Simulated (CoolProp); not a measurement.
Vapour-liquid equilibrium of propane (1) + R227EA (2) at 0.616 MPa; x and y are mole fractions of (1).

Computed with CoolProp (multi-fluid Helmholtz-energy mixture model, Lemmon 2009 and Lemmon 2016; pair parameters Bell 2016).

Task: Give the bubble temperature and the first vapour's composition at x = 0.35, 0.8, 0.95. Is there an azeotrope?

Result: x = 0.35: 11.5 °C, y = 0.615; x = 0.8: 6.8 °C, y = 0.804; x = 0.95: 7.7 °C, y = 0.928. y crosses x between x = 0.8 and 0.95: the model has an azeotrope there.

The pair parameters rest on a limited set of measurements; away from them the model extrapolates.
